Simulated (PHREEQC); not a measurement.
Consider water at 25 °C with 0.04 mol/kgw FeCl3, 5.1e-05 mol/kgw NaH2PO4 and 4.4e-05 mol/kgw Na2SO4. Closed to the air; pH follows from the charge balance.

Equilibrium calculation in PHREEQC: ion-association model, wateq4f.dat.

| quantity | before | after |
|---|---|---|
| pH | 2.00 | 5.42 |
| ionic strength (mol/kgw) | 0.185 | 0.120 |
| SO4-2 (mol/kgw) | 4.50e-6 | 2.19e-5 |
| HSO4- (mol/kgw) | 1.79e-6 | 3.68e-9 |
| NaSO4- (mol/kgw) | 9.41e-10 | 5.31e-9 |
| SI of Mirabilite (Na2SO4:10H2O) | -12.73 | -11.95 |

### Question
Name the change that produced these shifts.
A. Na2SO4 from 4.4e-05 to 0.00044 mol/kgw
B. 0.029 mol/kgw CO2 added
C. FeCl3 replaced by CaCl2 at the same molality
D. FeCl3 replaced by NaCl at the same molality
E. FeCl3 left out

### Answer
C, FeCl3 replaced by CaCl2 at the same molality

No solid was allowed to form. Some of these states are supersaturated (in Strengite, Hematite (slow to form), for instance). H3PO4, which wateq4f.dat lacks, is added to it with the constant of phreeqc.dat.
